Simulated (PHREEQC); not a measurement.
1 kg of water holding 0.025 mol/kgw KCl, 0.1 mol/kgw NaCl and 0.033 mol/kgw Na2CO3 is evaporated at 25 °C; the solids stay in contact with the brine. CO2 is held at log p = -3.4 (atm). Only these solids could form: Halite, Kalicinite, Nahcolite, Natron, Sylvite, Trona.

The series has 28 steps of water left (kg), from 0.9998 to 0.004126.

The numbers come from PHREEQC with the Pitzer model, pitzer.dat.

Task: Which solids form, in which order, and at which step of the series does each first stand?

Result: Trona from water left = 0.02926 kg (pH 9.92); Halite from water left = 0.01917 kg (pH 9.78); Sylvite from water left = 0.01022 kg (pH 9.83).
